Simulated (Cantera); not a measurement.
Input (Python, Cantera):

```python
import numpy as np
import cantera as ct

gas = ct.Solution("gri30.yaml")
gas.TPX = 1925, 13332, {'C3H8': 1, 'H2': 15, 'H2O': 0.75}
reactor = ct.IdealGasConstPressureReactor(gas, energy="off", clone=False)
net = ct.ReactorNet([reactor])
net.rtol, net.atol = 1e-08, 1e-18
show = ['C3H8', 'H2', 'C2H2', 'C2H', 'CH3']
times = np.geomspace(2e-06, 20, 13)

steps = ct.SolutionArray(gas, extra=["t"])
rows = []
print(f"{'t/s':>10s}{'T/K':>9s}{'P/Pa':>11s}" + "".join(f"{s:>11s}" for s in show))
for t in times:
    while net.time < t:
        t_next = net.step()
        steps.append(gas.state, t=t_next)
    rows.append([np.interp(t, steps.t, y) for y in (steps.T, steps.P, *steps(*show).X.T)])
    print(f"{t:10.3e}{rows[-1][0]:9.1f}{rows[-1][1]:11.4g}" + "".join(f"{x:11.3e}" for x in rows[-1][2:]))
rate = np.gradient(steps.T, steps.t)
print("integrator steps:", len(steps.t))
if steps.T.max() > steps.T[0] + 200:
    print(f"time of steepest temperature rise: {steps.t[rate.argmax()]:.4e} s")
gas.TPX = 1925, 13332, {'C3H8': 1, 'H2': 15, 'H2O': 0.75}
gas.equilibrate("TP")
print(f"equilibrium (TP): T = {gas.T:.1f} K  " + "  ".join(f"{s} {gas[s].X[0]:.3e}" for s in show))
```

Result:

```
       t/s      T/K       P/Pa       C3H8         H2       C2H2        C2H        CH3
 2.000e-06   1925.0  1.333e+04  4.948e-02  8.865e-01  7.673e-06  1.701e-10  7.097e-03
 7.662e-06   1925.0  1.333e+04  1.637e-02  8.506e-01  1.273e-03  1.210e-07  2.236e-02
 2.936e-05   1925.0  1.333e+04  5.676e-06  8.318e-01  2.452e-02  3.262e-06  1.182e-02
 1.125e-04   1925.0  1.333e+04  6.257e-08  8.407e-01  4.236e-02  2.720e-06  5.509e-03
 4.309e-04   1925.0  1.333e+04  1.803e-08  8.463e-01  4.865e-02  1.910e-06  3.154e-03
 1.651e-03   1925.0  1.333e+04  7.643e-09  8.531e-01  5.337e-02  1.817e-06  2.291e-03
 6.325e-03   1925.0  1.333e+04  1.912e-09  8.657e-01  6.161e-02  2.193e-06  1.465e-03
 2.423e-02   1925.0  1.333e+04  1.409e-10  8.788e-01  6.810e-02  2.604e-06  6.260e-04
 9.283e-02   1925.0  1.333e+04  1.563e-11  8.882e-01  6.598e-02  2.616e-06  2.994e-04
 3.557e-01   1925.0  1.333e+04  3.188e-12  8.991e-01  5.813e-02  2.305e-06  1.704e-04
 1.363e+00   1925.0  1.333e+04  2.039e-13  9.054e-01  5.446e-02  2.162e-06  5.038e-05
 5.220e+00   1925.0  1.333e+04  1.205e-13  9.057e-01  5.443e-02  2.161e-06  3.587e-05
 2.000e+01   1925.0  1.333e+04  1.205e-13  9.057e-01  5.443e-02  2.161e-06  3.587e-05
integrator steps: 1667
equilibrium (TP): T = 1925.0 K  C3H8 1.205e-13  H2 9.057e-01  C2H2 5.443e-02  C2H 2.161e-06  CH3 3.587e-05
```

Detailed kinetics in Cantera: GRI-Mech 3.0 (53 species, 325 reactions). GRI-Mech 3.0 was tuned for natural gas; its chemistry of propane as a main component is partial and can be far from experiment. GRI-Mech 3.0 stops at C3 and has no aromatics, soot or wall deposition, so with more carbon than oxygen in the feed, carbon stays in small species such as C2H2 where larger ones or solid carbon would form.
